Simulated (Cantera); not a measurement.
A Cantera script and what it prints.

```python
import numpy as np
import cantera as ct

gas_names = """
    AL ALC ALN AL2 C CN C2 CCN CNC C2N2 C3 C4 C4N2 C5 N N2
""".split()
cond_names = """
    AL(cr) AL(L) ALN(s) C(gr)
""".split()


# ... load() reads the species with a 1 bar reference pressure and builds the phases ...
atoms = {
    'AlN': {'AL': 1, 'N': 1},
    'C': {'C': 1},
    'N2': {'N': 2},
}
top_T = {'ALN(s)': 2750, 'C(gr)': 4500}  # K; cautious upper limits of use, not melting points


# ... equilibrate(T, P, feed) seeds the gas with the atoms and calls Mixture.equilibrate('TP', solver="vcs", rtol=1e-11, max_steps=5000) ...
results = []
feed = {'AlN': 1, 'C': 0.26, 'N2': 5.6}  # mol
P = 1333.22  # Pa
for T in [1423, 1623, 1823, 2023, 2223, 2423, 2623, 2823, 3023]:
    mix = equilibrate(T, P, feed)
    results.append((T, P, feed, dict(zip(mix.species_names, mix.species_moles))))

top = {s: max(r[3][s] / sum(r[3][g] for g in gas_names) for r in results) for s in gas_names}
cols = sorted((s for s in top if top[s] > 1e-05), key=lambda s: -top[s])[:9]
seen = [c for c in cond_names if any(r[3].get(c, 0) > 1e-12 for r in results)]
print("log10 of partial pressures in bar; condensed amounts in mol")
print(f"{'T/K':>10s}" + "".join(f"{s[:9]:>10s}" for s in cols + seen))
for T, P, feed, n in results:
    ng = sum(n[g] for g in gas_names)
    print(f"{T:10.4g}" + "".join(f"{np.log10(max(n[s] / ng * P / 1e5, 1e-99)):10.3f}" for s in cols)
          + "".join(f"{n.get(c, 0):10.4g}" for c in seen))
```

Result:

```
log10 of partial pressures in bar; condensed amounts in mol
       T/K        N2        AL        CN        C3         C        C2      C2N2         N        C5    ALN(s)     C(gr)
      1423    -1.875   -10.472   -11.802   -19.302   -18.118   -20.395   -10.925   -15.055   -25.366         1      0.26
      1623    -1.875    -7.592    -9.826   -15.553   -14.869   -16.643    -9.511   -12.891   -20.612         1      0.26
      1823    -1.875    -5.353    -8.288   -12.640   -12.335   -13.722    -8.407   -11.199   -16.911    0.9981      0.26
      2023    -1.884    -3.558    -7.061   -10.314   -10.304   -11.385    -7.531    -9.844   -13.951    0.8802    0.2599
      2223    -1.941    -2.727    -6.083    -8.417    -8.640    -9.474    -6.863    -8.757   -11.531         0    0.2594
      2423    -1.941    -2.727    -5.244    -6.841    -7.253    -7.883    -6.258    -7.824    -9.517         0    0.2561
      2623    -1.942    -2.727    -4.535    -5.513    -6.079    -6.538    -5.747    -7.034    -7.817         0    0.2368
      2823    -1.947    -2.730    -3.930    -4.379    -5.073    -5.387    -5.312    -6.356    -6.364         0    0.1137
      3023    -1.953    -2.734    -3.668    -4.185    -4.462    -4.914    -5.460    -5.769    -6.415         0         0
```

These are equilibrium values from Cantera (NASA tables, ideal gas, pure condensed phases), not measurements of a reactor.
